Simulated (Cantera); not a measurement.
Feed: 1 mol (CH3)2SiCl2, 0.72 mol C2H4, 720 mol H2, at 13.3 mbar.

Equilibrium computed with Cantera from the NASA thermochemical tables; the gas is ideal and each condensed phase is pure. Candidate condensed phases: C, C6H6, C7H8, C8H18, Si, SiC; 109 gas species. The feed counts by its element totals alone. Kinetics and transport are ignored. All values below are at 1675 K.

Base state: H2 0.996, HCl 0.00275, H 0.00100, C2H2 (acetylene) 5.78e-5, CH4 1.59e-5 (mole fractions); condensed: C(graphite) + SiC(s).

**Question.** What changes in the equilibrium state with this change: pressure from 13.3 mbar to 0.100 bar?

**Answer.** 
```json
[
 {"species": "H2", "before": "0.996", "after": "0.997"},
 {"species": "HCl", "before": "0.00275", "after": "0.00276"},
 {"species": "H", "before": "0.00100", "after": "0.000367"},
 {"species": "CH4", "before": "1.59e-5", "after": "0.000120"},
 {"species": "C2H2 (acetylene)", "before": "5.78e-5", "after": "5.79e-5"},
 {"species": "C(graphite), mol", "before": "2.34", "after": "2.27"},
 {"species": "SiC(s), mol", "before": "0.999", "after": "1.000"}
]
```
